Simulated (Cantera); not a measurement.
Feed: 1 mol Si, 1 mol HF, at 550 °C and 133 Pa.

Cantera equilibrium calculation (NASA polynomials, part measured and part estimated; ideal gas, pure solids and liquids). Candidate condensed phases: Si; 25 gas species. The tables' values for SiF₃ are old estimates; treat these amounts as uncertain. The numbers say what is thermodynamically allowed, not how fast it happens.

Base state: H₂ 0.665, SiF₄ 0.329, SiHF₃ 0.00572, SiH₂F₂ 5.80e-5, SiF₃ 5.78e-5 (mole fractions); condensed: Si(s).

Task: What changes in the equilibrium state with this change: temperature from 550 °C to 827 °C?

Result: 
```json
[
 {"species": "H₂", "before": "0.665", "after": "0.663"},
 {"species": "SiF₄", "before": "0.329", "after": "0.324"},
 {"species": "SiHF₃", "before": "0.00572", "after": "0.00728"},
 {"species": "SiF₃", "before": "5.78e-5", "after": "0.00547"},
 {"species": "SiF₂", "before": "4.97e-8", "after": "0.000137"},
 {"species": "HF", "before": "2.41e-6", "after": "0.000282"},
 {"species": "SiH₂F₂", "before": "5.80e-5", "after": "8.31e-5"},
 {"species": "Si(s), mol", "before": "0.749", "after": "0.748"}
]
```
The tables' values for SiF₃, SiF₂ are old estimates; treat these amounts as uncertain.
